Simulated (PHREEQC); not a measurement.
**Buffer: an equilibrium model**

A solution holds 1.4 mmol/kgw H3PO4 and 16 mmol/kgw Na2HPO4, at 25 °C. Closed to the air; pH follows from the charge balance.

Model: ion-association model, wateq4f.dat, run in PHREEQC.

Each row changes one thing in this solution. This is a speciation only: nothing precipitates in the calculation.

```
case                                             pH  ionic strength (mol/kgw)  HPO4-2 (mol/kgw)  H2PO4- (mol/kgw)  NaHPO4- (mol/kgw)  PO4-3 (mol/kgw)
---------------------------------------------  ----  ------------------------  ----------------  ----------------  -----------------  ---------------
as made                                        7.67                    0.0458            0.0142           0.00280           0.000413          7.54e-7
H3PO4 replaced by K2HPO4 at the same molality  9.33                    0.0512            0.0168           6.97e-5           0.000472          4.30e-5
H3PO4 from 0.0014 to 0.0028 mol/kgw            7.33                    0.0445            0.0128           0.00560           0.000377          3.07e-7
Na2HPO4 from 0.016 to 0.008 mol/kgw            7.39                    0.0224           0.00649           0.00280           0.000114          1.44e-7
diluted 5-fold with water                      7.79                   0.00927           0.00290          0.000561            2.43e-5          1.32e-7
temperature from 25 to 80 °C                   7.53                    0.0458            0.0142           0.00281           0.000380          1.53e-6
0.0066 mol/kgw HBr added                       6.89                    0.0395           0.00776           0.00940           0.000237          6.60e-8
```

H3PO4, which wateq4f.dat lacks, is added to it with the constant of phreeqc.dat. Away from 25 °C the constants follow the database's enthalpies or fits; those with neither stay at their 25 °C values.
